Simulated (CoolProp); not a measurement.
Properties of R404A at several states (Tc = 72.1 °C, pc = 3.735 MPa, ω = 0.293).

Values from CoolProp's reference Helmholtz-energy equation of state, Lemmon 2003. It is a pseudo-pure fit of the blend.

| T (°C) | p (MPa) | phase | cp (kJ/(kg K)) | Prandtl number |
|---|---|---|---|---|
| 214.15 | 0.156 | gas | ___ | ___ |
| 222.35 | 0.0493 | gas | 1.167 | ___ |
| -58.45 | 0.0236 | gas | 0.7200 | 0.898 |

Problem. Complete the blanks.

Solution. 
- 214.15, cp (kJ/(kg K)): 1.159
- 214.15, Prandtl number: 0.830
- 222.35, Prandtl number: 0.834

Viscosity comes from a separate model (Geller 2000). Thermal conductivity comes from a separate model (Geller 2001).
